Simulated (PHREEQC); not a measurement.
A solution holds 30 mmol/kgw KHCO3, at 25 °C. Closed to the air; pH follows from the charge balance.

Equilibrium calculation in PHREEQC: ion-association model, phreeqc.dat.

This is a speciation only: nothing precipitates in the calculation.

Q: What pH does the model give?

A: pH 8.20.

Q: In which forms is C present?

A: HCO3- 98 %, CO2 1.2 %, CO3-2 1.2 % of the C.
